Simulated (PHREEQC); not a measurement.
0.83 g of hydrous ferric oxide (600 m²/g; 0.2 weak and 0.005 strong sites per Fe, Dzombak-Morel constants, diffuse double layer) in 1 kg of water with 0.05 mol/kgw of an inert sodium salt and 0.25 mmol/kgw NaF and 2.8 mmol/kgw ZnCl2, at 25 °C; the pH is set by adding NaOH or the inert anion's acid. O2 is buffered at 0.21 atm. The system is closed to CO2. No solid was allowed to form.

Equilibrium calculation in PHREEQC: ion-association model, wateq4f.dat.

Q: Predict F sorbed (%) at pH = 8, 9.5.

A: 
```json
[
 {"pH": "8", "F sorbed (%)": "13.9"},
 {"pH": "9.5", "F sorbed (%)": "0.7"}
]
```

Along this series the solution becomes supersaturated in solids that the run did not let form, among them Zn(OH)2-e, Zn5(OH)8Cl2.
